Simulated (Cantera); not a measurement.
Input: 1 mol SiCl4, 3.8 mol NH3, held at 1330 Pa.

Method: chemical equilibrium by Gibbs-energy minimisation in Cantera with the NASA 1993 tables (ideal gas, pure condensed phases). Candidate condensed phases: NH4Cl, Si, Si3N4; 28 gas species. Kinetics and transport are ignored.

Question: Which condensed phases are stable at each of these points (T (°C)): 1052, 1102, 1152, 1202, 1252, 1302, 1352, 1402, 1452, 1502, 1552?

Answer: 
```csv
T (°C),condensed phases,Si condensed (%)
1052,Si3N4(s),82.3
1102,Si3N4(s),77.0
1152,Si3N4(s),67.9
1202,Si3N4(s),54.5
1252,Si3N4(s),38.0
1302,Si3N4(s),20.1
1352,Si3N4(s),2.5
1402,gas only,0.0
1452,gas only,0.0
1502,gas only,0.0
1552,gas only,0.0
```

From 1052 °C to 1352 °C the condensed part is Si3N4(s). From 1402 °C to 1552 °C nothing is condensed.
